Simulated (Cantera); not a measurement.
A diamond (100) surface in a fixed gas of H2 with x(CH4) = 0.01, x(H) = 0.00042, x(CH3) = 1.8e-05, at 1023 K; coverages are run to steady state.

Model: the Harris–Goodwin 1993 mechanism for the reconstructed diamond (100) surface, integrated in Cantera.

One state of this run: growth (µm/h) = 0.861; θ c6HH = 0.576; θ c6H* = 0.0195; θ c6*H = 0.375; θ c6** = 0.00895; θ c6HM = 0.0144. θ: site fractions in the mechanism's names (c6HH fully hydrogenated, c6H* and c6*H radical sites, c6** diradical, c6HM methylated).

Q: Which value of P (Pa) does it belong to?
A) 12000
B) 1200
C) 1900
D) 780

A: A, 12000
